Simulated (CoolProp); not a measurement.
200 sccm (0 °C, 1 atm) of nitrogen bubbles through liquid ethylbenzene at 366.7 K and leaves saturated at a total pressure of 0.15 MPa (ideal gas phase). Each further row changes one setting.

Values from CoolProp's reference Helmholtz-energy equation of state, Zhou 2012.

```tsv
case	vapour pressure (kPa)	mole fraction of vapour	delivery (mg/min)	delivery (sccm)	change of delivery for a bath 1 K warmer (%)
as stated	27.5	?	?	?	4.4
bath temperature 371.7 K	?	0.218	264	?	4.4
total pressure 0.3 MPa	27.5	?	95.6	20.2	3.9
```

Task: Complete the blanks.

Result: 
- as stated, mole fraction of vapour: 0.183
- as stated, delivery (mg/min): 213
- as stated, delivery (sccm): 44.9
- bath temperature 371.7 K, vapour pressure (kPa): 32.6
- bath temperature 371.7 K, delivery (sccm): 55.6
- total pressure 0.3 MPa, mole fraction of vapour: 0.0917
